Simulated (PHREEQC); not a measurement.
Make-up at 25 °C: 0.0143 mol CsOH, 0.00027 mol Na2SiO3 and 0.25 mol K3PO4 per kg of water. Closed to the air; pH follows from the charge balance.

All values are PHREEQC results (ion-association model, wateq4f.dat), not measurements.

Problem. The ionic strength comes out as 1.46 mol/kgw. What activity coefficients do K+, H3SiO4-, KHPO4-, NaHPO4-, HPO4-2 get?

Solution. K+ 0.58, H3SiO4- 0.58, KHPO4- 0.64, NaHPO4- 0.64, HPO4-2 0.15.

This is a speciation only: nothing precipitates in the calculation. Caution: at this ionic strength the ion-association model is outside its range; a Pitzer model would be the better tool where its parameters exist. Species that the database lacks are ignored. H3PO4, which wateq4f.dat lacks, is added to it with the constant of phreeqc.dat.
